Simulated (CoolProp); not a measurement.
Vapour-liquid equilibrium of isohexane (1) + n-hexane (2) at 350.7 K; x and y are mole fractions of (1).

Model: multi-fluid Helmholtz-energy mixture model, Lemmon 2006 and Thol 2019; pair parameters Bell 2016, in CoolProp.

| x | bubble pressure (kPa) | y at the bubble point | dew pressure at overall composition x (kPa) | liquid density (mol/L) |
|---|---|---|---|---|
| 0.05 | 134.7 | 0.064 | 134.3 | 7.010 |
| 0.15 | (withheld) | 0.185 | 137.6 | 7.002 |
| 0.25 | 142.9 | 0.300 | 141.1 | 6.993 |
| 0.35 | 146.9 | 0.408 | 144.7 | 6.984 |
| 0.45 | 150.8 | 0.510 | (withheld) | 6.976 |
| 0.55 | 154.6 | 0.607 | 152.4 | 6.967 |
| 0.65 | (withheld) | 0.700 | 156.4 | 6.959 |
| 0.75 | 162.0 | 0.789 | 160.4 | 6.952 |
| 0.85 | 165.5 | 0.875 | 164.5 | 6.944 |
| 0.95 | 168.9 | 0.959 | 168.5 | 6.938 |

Question: Complete the blanks.

Answer: 
- 0.15, bubble pressure (kPa): 138.8
- 0.45, dew pressure at overall composition x (kPa): 148.5
- 0.65, bubble pressure (kPa): 158.4

No azeotrope shows between x = 0.05 and 0.95.

The pair parameters rest on a limited set of measurements; away from them the model extrapolates.
